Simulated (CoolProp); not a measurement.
Vapour pressure (MPa) of c-C4F8 (RC318): the reference equation beside estimates from Tc = 388.4 K, pc = 2.778 MPa, ω = 0.355.

Computed with CoolProp (reference Helmholtz-energy equation of state, Platzer 1990). This equation is an older, rougher fit; its heat capacities, sound speeds and derivatives of the liquid may be far off and weren't checked against measurements.

| T (K) | reference | van der Waals | Soave-Redlich-Kwong |
|---|---|---|---|
| 243.9 | 0.03456 | 0.3124 | 0.03457 |
| 249.6 | 0.04600 | 0.3548 | 0.04598 |
| 255.3 | 0.06029 | 0.4009 | 0.06024 |
| 261 | 0.07790 | 0.4508 | 0.07783 |
| 266.7 | 0.09935 | 0.5046 | 0.09927 |
| 272.4 | 0.1252 | 0.5624 | 0.1251 |
| 278.1 | 0.1559 | 0.6245 | 0.1559 |
| 283.8 | 0.1923 | 0.6908 | 0.1924 |
| 289.5 | 0.2348 | 0.7616 | 0.2351 |
| 295.2 | 0.2841 | 0.8368 | 0.2848 |
| 300.8 | 0.3398 | 0.9152 | 0.3411 |
| 306.5 | 0.4047 | 0.9996 | 0.4067 |

Absolute difference from the reference over all 12 rows, mean and median: van der Waals 380.9 and 324.9 %, Soave-Redlich-Kwong 0.1 and 0.1 %.
